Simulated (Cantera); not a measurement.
Charge: 1 mol SiCl4, 1.9 mol O2, 14 mol N2, held at 700 °C and 0.600 bar.

These are equilibrium values from Cantera (NASA tables, ideal gas, pure condensed phases), not measurements of a reactor. Equilibrium is a limit: real reactors are often held back by kinetics, nucleation or transport.

```json
[
 {"species": "N2", "before": "0.828", "after": "0.821"},
 {"species": "Cl2", "before": "0.118", "after": "0.109"},
 {"species": "O2", "before": "0.0532", "after": "0.0525"},
 {"species": "Cl", "before": "0.000114", "after": "0.0173"},
 {"species": "ClO", "before": "1.37e-6", "after": "8.09e-5"},
 {"species": "NO", "before": "1.19e-5", "after": "0.000480"},
 {"species": "SiO2(β-quartz), mol", "before": "1.00", "after": "1.000"}
]
```
Gas species are given as mole fractions.

Q: Name the change that produced these shifts.
(A) temperature from 700 °C to 950 °C
(B) O2 from 1.9 to 0.65 mol
(C) temperature from 700 °C to 1175 °C
(D) temperature from 700 °C to 952 °C

A: C, temperature from 700 °C to 1175 °C. The tables hold silica as quartz up to 1696 K and as liquid above; real silica turns to tridymite and cristobalite and melts near 1996 K
